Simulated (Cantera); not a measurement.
H2O + H2 + O2 (abatement and gas-phase synthesis)

Charge: 1 mol H2O, 0.047 mol H2, 3.9 mol O2, held at 0.100 bar.

Cantera equilibrium calculation (NASA polynomials, part measured and part estimated; ideal gas, pure solids and liquids). Candidate condensed phases: H2O; 9 gas species. Equilibrium is a limit: real reactors are often held back by kinetics, nucleation or transport.

From 1248 K to 2548 K nothing is condensed.

| T (K) | x O2 | x H2O | x OH | x O | x H | x H2 | x HO2 |
|---|---|---|---|---|---|---|---|
| 1248 | 0.787 | 0.213 | 2.02e-5 | 1.87e-7 | 2.34e-10 | 2.52e-8 | 4.97e-8 |
| 1348 | 0.787 | 0.213 | 6.48e-5 | 1.14e-6 | 2.83e-9 | 1.50e-7 | 1.29e-7 |
| 1448 | 0.787 | 0.213 | 0.000177 | 5.47e-6 | 2.43e-8 | 6.97e-7 | 2.93e-7 |
| 1548 | 0.787 | 0.212 | 0.000423 | 2.14e-5 | 1.59e-7 | 2.67e-6 | 5.99e-7 |
| 1648 | 0.787 | 0.212 | 0.000911 | 7.10e-5 | 8.30e-7 | 8.68e-6 | 1.12e-6 |
| 1748 | 0.786 | 0.212 | 0.00180 | 0.000206 | 3.59e-6 | 2.47e-5 | 1.96e-6 |
| 1848 | 0.785 | 0.211 | 0.00328 | 0.000531 | 1.33e-5 | 6.26e-5 | 3.22e-6 |
| 1948 | 0.784 | 0.209 | 0.00563 | 0.00124 | 4.29e-5 | 0.000144 | 5.01e-6 |
| 2048 | 0.781 | 0.207 | 0.00914 | 0.00268 | 0.000124 | 0.000304 | 7.44e-6 |
| 2148 | 0.776 | 0.203 | 0.0141 | 0.00537 | 0.000322 | 0.000597 | 1.06e-5 |
| 2248 | 0.769 | 0.198 | 0.0209 | 0.0101 | 0.000769 | 0.00109 | 1.45e-5 |
| 2348 | 0.758 | 0.191 | 0.0296 | 0.0180 | 0.00170 | 0.00189 | 1.92e-5 |
| 2448 | 0.741 | 0.181 | 0.0402 | 0.0304 | 0.00348 | 0.00306 | 2.44e-5 |
| 2548 | 0.718 | 0.169 | 0.0526 | 0.0490 | 0.00671 | 0.00470 | 2.98e-5 |
x: gas mole fraction; nothing condenses.
